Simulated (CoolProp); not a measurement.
Vapour-liquid equilibrium of carbon dioxide (1) + hydrogen sulfide (2) at 1220 kPa; x and y are mole fractions of (1).

The numbers come from the multi-fluid Helmholtz-energy mixture model, Span 1996 and Lemmon 2006; pair parameters Kunz 2012 in CoolProp.

**Question.** Give the bubble temperature and the first vapour's composition at x = 0.05, 0.2, 0.5. Is there an azeotrope?

**Answer.** x = 0.05: 270.7 K, y = 0.227; x = 0.2: 255.8 K, y = 0.561; x = 0.5: 245.0 K, y = 0.763. No azeotrope shows between x = 0.05 and 0.95.

The pair parameters rest on a limited set of measurements; away from them the model extrapolates.
